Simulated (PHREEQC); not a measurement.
1 kg of water holding 0.03 mol/kgw NaCl and 0.079 mol/kgw KCl is evaporated at 25 °C; the solids stay in contact with the brine. CO2 from the air is kept out. Solids allowed: Halite, Sylvite. Others were left out.

The numbers come from PHREEQC with the Pitzer model, pitzer.dat.

Q: Predict ionic strength, water activity at water left (kg) = 0.2533, 0.0293, 0.01627, 0.006093.

A: 
```json
[
 {"water left (kg)": "0.2533", "ionic strength": "0.430", "water activity": "0.986"},
 {"water left (kg)": "0.0293", "ionic strength": "3.72", "water activity": "0.877"},
 {"water left (kg)": "0.01627", "ionic strength": "5.52", "water activity": "0.810"},
 {"water left (kg)": "0.006093", "ionic strength": "7.09", "water activity": "0.728"}
]
```

Complexes and solids missing from the database can't appear.
